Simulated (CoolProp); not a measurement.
Properties of 1-butene along the isobar 2010 kPa.

Model: reference Helmholtz-energy equation of state, Lemmon 2005, in CoolProp. It is a short technical equation, of lower accuracy than the large ones.

| T (K) | phase | density (kg/m³) | cp (kJ/(kg K)) | cv (kJ/(kg K)) | expansivity (1/kK) | fugacity coefficient |
|---|---|---|---|---|---|---|
| 368.2 | liquid | … | 2.877 | 1.816 | 4.218 | 0.6445 |
| 387.8 | gas | 49.32 | 2.529 | 1.881 | 8.079 | 0.7781 |
| 407.4 | gas | … | 2.355 | 1.905 | 5.713 | 0.8123 |
| 427 | gas | … | 2.314 | 1.953 | 4.574 | 0.8394 |
| 446.6 | gas | 36.03 | 2.320 | 2.010 | 3.882 | 0.8616 |
| 466.2 | gas | 33.56 | 2.350 | … | 3.408 | 0.8799 |
| 485.8 | gas | … | … | 2.135 | 3.059 | 0.8953 |
| 505.4 | gas | 29.75 | 2.438 | 2.199 | 2.790 | 0.9084 |
| 525 | gas | 28.23 | 2.489 | 2.263 | 2.574 | … |

**Question.** Fill in the missing entries.

**Answer.** 
- 368.2, density (kg/m³): 485.2
- 407.4, density (kg/m³): 43.23
- 427, density (kg/m³): 39.13
- 466.2, cv (kJ/(kg K)): 2.072
- 485.8, density (kg/m³): 31.50
- 485.8, cp (kJ/(kg K)): 2.390
- 525, fugacity coefficient: 0.9196
